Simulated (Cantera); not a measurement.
# Formation from one mole of O2

Cantera with NASA thermochemical tables; ideal gases at 1 bar, condensed phases pure. Values are per mole of reaction as written; species without (g) are pure solids or liquids, kept so even where they would boil at 1 bar.

2 B + O2(g) → B2O2(g)

| T (K) | ΔH° (kJ) | ΔS° (J/K) | ΔG° (kJ) | log10 K |
|---|---|---|---|---|
| 300 | -456.0 | 25.8 | -463.8 | 80.75 |
| 1825 | -465.7 | 18.1 | -498.8 | 14.28 |
| 1875 | -466.3 | 17.8 | -499.7 | 13.92 |
| 1925 | -466.9 | 17.5 | -500.5 | 13.58 |
| 1975 | -467.5 | 17.2 | -501.4 | 13.26 |
| 2025 | -468.1 | 16.9 | -502.3 | 12.96 |
| 2075 | -468.7 | 16.6 | -503.1 | 12.66 |
| 2125 | -469.4 | 16.2 | -503.9 | 12.39 |

Ta + O2(g) → TaO2(g)

| T (K) | ΔH° (kJ) | ΔS° (J/K) | ΔG° (kJ) | log10 K |
|---|---|---|---|---|
| 300 | -200.9 | 33.6 | -210.9 | 36.73 |
| 1825 | -213.0 | 19.5 | -248.5 | 7.11 |
| 1875 | -213.5 | 19.2 | -249.4 | 6.95 |
| 1925 | -214.0 | 18.9 | -250.4 | 6.79 |
| 1975 | -214.6 | 18.6 | -251.3 | 6.65 |
| 2025 | -215.1 | 18.3 | -252.3 | 6.51 |
| 2075 | -215.7 | 18.0 | -253.2 | 6.37 |
| 2125 | -216.3 | 17.8 | -254.1 | 6.25 |

2 C + O2(g) → 2 CO(g)

```json
[
 {"T (K)": "300", "ΔH° (kJ)": "-221.0", "ΔS° (J/K)": "178.8", "ΔG° (kJ)": "-274.7", "log10 K": "47.82"},
 {"T (K)": "1825", "ΔH° (kJ)": "-235.2", "ΔS° (J/K)": "168.5", "ΔG° (kJ)": "-542.7", "log10 K": "15.53"},
 {"T (K)": "1875", "ΔH° (kJ)": "-235.9", "ΔS° (J/K)": "168.1", "ΔG° (kJ)": "-551.2", "log10 K": "15.35"},
 {"T (K)": "1925", "ΔH° (kJ)": "-236.7", "ΔS° (J/K)": "167.7", "ΔG° (kJ)": "-559.6", "log10 K": "15.18"},
 {"T (K)": "1975", "ΔH° (kJ)": "-237.5", "ΔS° (J/K)": "167.3", "ΔG° (kJ)": "-567.9", "log10 K": "15.02"},
 {"T (K)": "2025", "ΔH° (kJ)": "-238.2", "ΔS° (J/K)": "166.9", "ΔG° (kJ)": "-576.3", "log10 K": "14.87"},
 {"T (K)": "2075", "ΔH° (kJ)": "-239.0", "ΔS° (J/K)": "166.6", "ΔG° (kJ)": "-584.6", "log10 K": "14.72"},
 {"T (K)": "2125", "ΔH° (kJ)": "-239.8", "ΔS° (J/K)": "166.2", "ΔG° (kJ)": "-592.9", "log10 K": "14.57"}
]
```

0.8 V + O2(g) → 0.4 V2O5

```tsv
T (K)	ΔH° (kJ)	ΔS° (J/K)	ΔG° (kJ)	log10 K	condensed phases
300	-620.2	-176.0	-567.4	98.80	V(s), V2O5(s)
1825	-575.0	-126.8	-343.6	9.84	V(s), V2O5(l)
1875	-574.6	-126.5	-337.3	9.40	V(s), V2O5(l)
1925	-574.2	-126.4	-331.0	8.98	V(s), V2O5(l)
1975	-573.9	-126.2	-324.7	8.59	V(s), V2O5(l)
2025	-573.6	-126.0	-318.4	8.21	V(s), V2O5(l)
2075	-573.4	-125.9	-312.1	7.86	V(s), V2O5(l)
2125	-573.2	-125.8	-305.8	7.52	V(s), V2O5(l)
```
